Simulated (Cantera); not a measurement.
A Cantera script and its output.

```python
import numpy as np
import cantera as ct

gas = ct.Solution("h2o2.yaml")
gas.TPX = 1500, 100000, {'H2': 1, 'O2': 1.14, 'N2': 5.23}
reactor = ct.IdealGasReactor(gas, energy="on", clone=False)
net = ct.ReactorNet([reactor])
net.rtol, net.atol = 1e-08, 1e-16
show = ['H2', 'O2', 'H', 'H2O2', 'H2O', 'O', 'HO2']
times = np.geomspace(2e-06, 0.8, 14)

steps = ct.SolutionArray(gas, extra=["t"])
rows = []
print(f"{'t/s':>10s}{'T/K':>9s}{'P/Pa':>11s}" + "".join(f"{s:>11s}" for s in show))
for t in times:
    while net.time < t:
        t_next = net.step()
        steps.append(gas.state, t=t_next)
    rows.append([np.interp(t, steps.t, y) for y in (steps.T, steps.P, *steps(*show).X.T)])
    print(f"{t:10.3e}{rows[-1][0]:9.1f}{rows[-1][1]:11.4g}" + "".join(f"{x:11.3e}" for x in rows[-1][2:]))
rate = np.gradient(steps.T, steps.t)
print("integrator steps:", len(steps.t))
if steps.T.max() > steps.T[0] + 200:
    print(f"time of steepest temperature rise: {steps.t[rate.argmax()]:.4e} s")
gas.TPX = 1500, 100000, {'H2': 1, 'O2': 1.14, 'N2': 5.23}
gas.equilibrate("UV")
print(f"equilibrium (UV): T = {gas.T:.1f} K  " + "  ".join(f"{s} {gas[s].X[0]:.3e}" for s in show))
```

Result:

```
       t/s      T/K       P/Pa         H2         O2          H       H2O2        H2O          O        HO2
 2.000e-06   1500.0      1e+05  1.357e-01  1.547e-01  4.736e-07  1.703e-09  3.390e-07  1.243e-07  2.764e-07
 5.395e-06   1500.0      1e+05  1.357e-01  1.547e-01  1.048e-05  1.227e-08  1.310e-05  2.983e-06  1.062e-06
 1.455e-05   1529.3  1.018e+05  9.450e-02  1.345e-01  2.003e-02  1.173e-06  2.866e-02  6.604e-03  3.906e-05
 3.925e-05   2087.1  1.345e+05  1.198e-02  8.472e-02  1.828e-02  4.207e-07  1.095e-01  2.159e-02  1.797e-05
 1.059e-04   2438.7  1.537e+05  5.104e-03  8.675e-02  3.632e-03  2.537e-07  1.278e-01  8.356e-03  8.962e-06
 2.855e-04   2538.2   1.59e+05  2.632e-03  8.850e-02  1.245e-03  3.818e-07  1.343e-01  4.236e-03  1.071e-05
 7.702e-04   2539.8  1.591e+05  2.592e-03  8.854e-02  1.215e-03  3.868e-07  1.344e-01  4.171e-03  1.078e-05
 2.077e-03   2539.8  1.591e+05  2.592e-03  8.854e-02  1.215e-03  3.868e-07  1.344e-01  4.171e-03  1.078e-05
 5.603e-03   2539.8  1.591e+05  2.592e-03  8.854e-02  1.215e-03  3.868e-07  1.344e-01  4.171e-03  1.078e-05
 1.511e-02   2539.8  1.591e+05  2.592e-03  8.854e-02  1.215e-03  3.868e-07  1.344e-01  4.171e-03  1.078e-05
 4.077e-02   2539.8  1.591e+05  2.592e-03  8.854e-02  1.215e-03  3.868e-07  1.344e-01  4.171e-03  1.078e-05
 1.100e-01   2539.8  1.591e+05  2.592e-03  8.854e-02  1.215e-03  3.868e-07  1.344e-01  4.171e-03  1.078e-05
 2.966e-01   2539.8  1.591e+05  2.592e-03  8.854e-02  1.215e-03  3.868e-07  1.344e-01  4.171e-03  1.078e-05
 8.000e-01   2539.8  1.591e+05  2.592e-03  8.854e-02  1.215e-03  3.868e-07  1.344e-01  4.171e-03  1.078e-05
integrator steps: 1109
time of steepest temperature rise: 1.6859e-05 s
equilibrium (UV): T = 2539.8 K  H2 2.592e-03  O2 8.854e-02  H 1.215e-03  H2O2 3.868e-07  H2O 1.344e-01  O 4.171e-03  HO2 1.078e-05
```

Model: the H2/O2 subset of GRI-Mech 3.0, which has no nitrogen chemistry, integrated in Cantera.
